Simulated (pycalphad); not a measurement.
All values are pycalphad results on the COST 507 light-alloy database (1999) (1 atm), not direct measurements. These are 1990s assessments: newer ones move some temperatures and phases. Phase fractions are per mole of atoms.

Problem. Give the equilibrium state of Al-6.998N (wt.%) at 1502 °C.

Solution. liquid, fraction 0.748, with 0.05 N wt.%; ALN, fraction 0.252, with 34.2 N wt.%.

Problem. Give the equilibrium state of Al-6.998N (wt.%) at 302 °C.

Solution. fcc, fraction 0.747, with <0.01 N wt.%; ALN, fraction 0.253, with 34.2 N wt.%.

Database names, with the compositions (at.%) that they take in these runs: ALN: Al 50 N 50.
